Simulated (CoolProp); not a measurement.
Properties of n-perfluoropentane along the isotherm 500 K.

Values from CoolProp's reference Helmholtz-energy equation of state, Gao 2022.

| p (MPa) | phase | cv (kJ/(kg K)) | Joule-Thomson coefficient (K/MPa) |
|---|---|---|---|
| 0.309 | gas | 1.020 | 4.883 |
| 0.619 | gas | 1.022 | 5.061 |
| 0.928 | gas | 1.024 | 5.245 |
| 1.24 | gas | 1.027 | 5.431 |
| 1.55 | gas | 1.030 | 5.609 |
| 1.86 | gas | 1.033 | 5.771 |
| 2.17 | supercritical | 1.036 | 5.909 |
| 2.48 | supercritical | 1.039 | 6.012 |
| 2.78 | supercritical | 1.043 | 6.072 |
| 3.09 | supercritical | 1.047 | 6.087 |
